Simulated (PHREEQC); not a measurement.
Dissolve 1.7 mmol/kgw HF, 0.43 mmol/kgw NH4HF2, 0.39 mmol/kgw (NH4)2SiF6 and 0.033 mmol/kgw HCl at 25 °C and 50 atm. Closed to the air; pH follows from the charge balance.

Equilibrium calculation in PHREEQC: ion-association model, phreeqc.dat.

Question: The ionic strength comes out as 0.00239 mol/kgw. What activity coefficients do Cl-, F-, SiF6-2, HF2-, NH4+ get?

Answer: Cl- 0.95, F- 0.95, SiF6-2 0.81, HF2- 0.95, NH4+ 0.95.

This is a speciation only: nothing precipitates in the calculation. Under pressure, the constants of complexes without a molar volume in the database are unreliable. SiF6-2 is the database's only silicon fluoride.
